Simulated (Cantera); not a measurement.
A freely propagating, adiabatic, planar premixed flame of 1.92 % CH₄, 0.307 % C₂H₆, 2.11 % C₃H₈, 20.1 % O₂, 75.5 % N₂, unburnt at 425 K and 0.410 bar; mixture-averaged transport, grid criteria slope 0.08 and curve 0.16, no radiation.

Model: GRI-Mech 3.0 (53 species, 325 reactions), integrated in Cantera. GRI-Mech 3.0 was tuned for natural gas; its chemistry of propane as a main component is partial and can be far from experiment. Burning velocities carry a grid error of a few per cent, more on coarse grids.

x: mole fraction of selected species; z is measured from the peak of heat release.

```tsv
z (mm)	T (K)	u (m/s)	x CH₄	x C₂H₆	x C₃H₈	x H₂	x CH₂CO	x O₂
-2.40	425	0.759	0.0192	0.00307	0.0211	0.000448	<1e-8	0.201
-1.60	426	0.761	0.0191	0.00306	0.0211	0.00140	2.11e-8	0.201
-1.20	430	0.769	0.0191	0.00306	0.0210	0.00264	1.84e-7	0.200
-0.801	464	0.833	0.0186	0.00304	0.0209	0.00529	3.37e-6	0.197
-0.400	757	1.38	0.0152	0.00289	0.0167	0.0101	9.51e-5	0.172
-0.200	1122	2.09	0.0104	0.00201	0.00721	0.0126	0.000405	0.137
0	1490	2.81	0.00370	0.000228	0.000383	0.0125	0.000630	0.0961
0.200	1645	3.11	___	___	___	___	___	___
0.400	1690	3.18	3.06e-5	<1e-8	<1e-8	0.00680	8.85e-6	0.0625
0.801	1742	3.26	1.50e-7	<1e-8	<1e-8	0.00615	2.97e-8	0.0562
1.60	1810	3.37	<1e-8	<1e-8	<1e-8	0.00575	<1e-8	0.0525
3.20	1887	3.49	<1e-8	<1e-8	<1e-8	0.00454	<1e-8	0.0502
6.41	1960	3.61	<1e-8	<1e-8	<1e-8	0.00304	<1e-8	0.0482
```

Question: Complete the blanks.

Answer: 
- 0.200, x CH₄: 0.000466
- 0.200, x C₂H₆: 1.63e-6
- 0.200, x C₃H₈: 8.38e-7
- 0.200, x H₂: 0.00896
- 0.200, x CH₂CO: 0.000142
- 0.200, x O₂: 0.0719
